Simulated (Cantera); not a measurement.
A closed system holds: 1 mol CCl₄, 0.0083 mol CH₄, equilibrated at 5.70 Pa.

Equilibrium computed with Cantera from the NASA thermochemical tables; the gas is ideal and each condensed phase is pure. Candidate condensed phases: C, C₆H₆, C₇H₈, C₈H₁₈; 103 gas species. Ions and electrons are included (thermal ionisation). Rates play no part.

Question: At 4000 K, list the 5 most abundant gas species with their mole fractions, and the condensed phases.

Answer: Cl 0.793, C 0.200, H 0.00658, e- 0.000103, C+ 9.71e-5. Condensed: gas only.
